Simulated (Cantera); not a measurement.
Feed: 1 mol TiO₂, 3.5 mol C, 1 mol CO, at 2350 K and 750 Torr.

Cantera equilibrium calculation (NASA polynomials, part measured and part estimated; ideal gas, pure solids and liquids). Candidate condensed phases: C, Ti, TiC, TiO, TiO₂, Ti₂O₃, Ti₃O₅, Ti₄O₇; 15 gas species. TiC: taken at fixed stoichiometry. Equilibrium is a limit: real reactors are often held back by kinetics, nucleation or transport.

Base state: CO 1.000 (mole fractions); condensed: C(graphite) + TiC(s).

### Question
What changes in the equilibrium state with this change: temperature from 2350 K to 1598.15 K?

### Answer
```json
[
 {"species": "CO", "before": "1.000", "after": "1.000"},
 {"species": "CO₂", "before": "6.28e-6", "after": "0.000295"},
 {"species": "C(graphite), mol", "before": "0.500", "after": "3.17"},
 {"species": "TiC(s), mol", "before": "1.000", "after": "0"},
 {"species": "Ti₃O₅(s), mol", "before": "0", "after": "0.333"}
]
```
